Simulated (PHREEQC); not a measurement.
Dissolve 0.073 mol HF, 0.00014 mol NH4F and 0.056 mol BaBr2 per kg of water at 25 °C. Closed to the air; pH follows from the charge balance.

Equilibrium calculation in PHREEQC: ion-association model, wateq4f.dat.

Precipitation was switched off in this run.

Question: Order these F species by the share of F that they hold, largest first: F-, HF2-, H2F2, HF.

Answer: HF (68 %), H2F2 (18 %), F- (9.8 %), HF2- (3.9 %)

The pH is 2.17 and the ionic strength 0.177 mol/kgw. Species that the database lacks are ignored. wateq4f.dat counts part of the HF as a dimer, H2F2, which phreeqc.dat doesn't know; its constant is uncertain.
